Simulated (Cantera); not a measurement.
Input: 1 mol Al(CH₃)₃, 0.64 mol NH₃, 78 mol N₂.

Cantera equilibrium calculation (NASA polynomials, part measured and part estimated; ideal gas, pure solids and liquids). Candidate condensed phases: Al, AlN, C, C₆H₆, C₇H₈, C₈H₁₈; 97 gas species. The feed counts by its element totals alone. Equilibrium is a limit: real reactors are often held back by kinetics, nucleation or transport.

### Question
What condenses at these points (T in K, P in Pa): (2175, 40000); (1775, 6300); (1875, 25); (975, 16000); (1875, 1000)?

### Answer
```
T (K)  P in Pa  condensed phases  Al condensed (%)
-----  -------  ----------------  ----------------
2175     40000           AlN + C              84.7
1775      6300           AlN + C              99.9
1875        25                 C               0.0
975      16000           AlN + C             100.0
1875      1000           AlN + C              85.7
```
